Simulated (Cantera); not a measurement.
## Catalytic stagnation flow on Pt

A jet of H2 : O2 : N2 = 0.036 : 0.078 : 0.79 (molar parts), equivalence ratio 0.23 at 300 K and 0.260 bar hits a platinum plate 7.7 cm away at a mass flux of 0.12 kg/m²/s; the plate temperature is set and raised in steps from an oxygen-covered start.

Cantera simulation using Deutschmann's 1995 Pt surface mechanism with GRI-Mech 3.0 gas chemistry; the numbers are that mechanism's predictions, not measurements. Catalytic surfaces can have several steady states; this one follows from the mechanism file's or the stated starting coverage.

```tsv
plate T (K)	wall x H2	wall x O2	wall x H2O	wall x OH	θ free Pt	θ O*	θ OH*
600	0.00157	0.0448	0.0750	<1e-8	0.0575	0.928	0.0140
650	0.00156	0.0449	0.0745	<1e-8	0.0603	0.930	0.00936
700	0.00152	0.0450	0.0742	<1e-8	0.0644	0.929	0.00667
750	0.00137	0.0449	0.0741	<1e-8	0.0749	0.920	0.00519
800	0.00106	0.0446	0.0743	<1e-8	0.100	0.895	0.00446
850	0.000773	0.0444	0.0745	1.14e-8	0.142	0.854	0.00404
900	0.000587	0.0443	0.0746	3.47e-8	0.196	0.800	0.00366
950	0.000463	0.0442	0.0745	9.53e-8	0.257	0.740	0.00329
```
x: mole fraction at the wall; θ: surface coverage.
